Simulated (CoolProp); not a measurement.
A Linde-Hampson liquefier for nitrogen: isothermal reversible compression at 300 K from 1 atm to 40 MPa, throttling to 1 atm, return gas leaving the recuperator 10 K below the feed. Each further row changes one setting.

Computed with CoolProp (reference Helmholtz-energy equation of state, Span 2000).

| case | liquid yield per pass | compression work (kJ/kg of gas) |
|---|---|---|
| as stated | [?] | 542 |
| high pressure 80 MPa | [?] | 632 |
| warm-end temperature 330 K | 0.045 | 599 |
| warm-end gap 15 K | [?] | 542 |

**Question.** Fill in the missing entries.

**Answer.** 
- as stated, liquid yield per pass: 0.070
- high pressure 80 MPa, liquid yield per pass: 0.031
- warm-end gap 15 K, liquid yield per pass: 0.058
